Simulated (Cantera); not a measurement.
An isothermal, constant-pressure homogeneous reactor starts with 56.5 % N2O, 43.5 % N2, at 1350 K and 31.5 Torr.

Cantera simulation using GRI-Mech 3.0 (53 species, 325 reactions); the numbers are that mechanism's predictions, not measurements. GRI-Mech 3.0 was tuned for natural gas; its chemistry of N2O as a main component is partial and can be far from experiment. Radical loss at walls, strong at low pressure, is not modelled. The mechanism lacks the step 2 NO + O2 → 2 NO2, which can matter for NO2 below about 1400 K. The temperature is held fixed by assumption; the heat of reaction is taken as removed at once.

Q: Predict: x(N2O) at 100 s; x(N2) at 100 s; x(O) at 100 s; x(NO) at 100 s; x(NO2) at 100 s; x(O2) at 100 s.

A: 
```
Property                                           Result
---------------  ----------------------------------------
x(N2O) at 100 s   1.42e-6 (gas-phase equilibrium 7.32e-9)
x(N2) at 100 s        0.743 (gas-phase equilibrium 0.779)
x(O) at 100 s     8.91e-7 (gas-phase equilibrium 9.72e-7)
x(NO) at 100 s    0.0733 (gas-phase equilibrium 0.000554)
x(NO2) at 100 s  0.000124 (gas-phase equilibrium 1.03e-6)
x(O2) at 100 s        0.183 (gas-phase equilibrium 0.220)
```
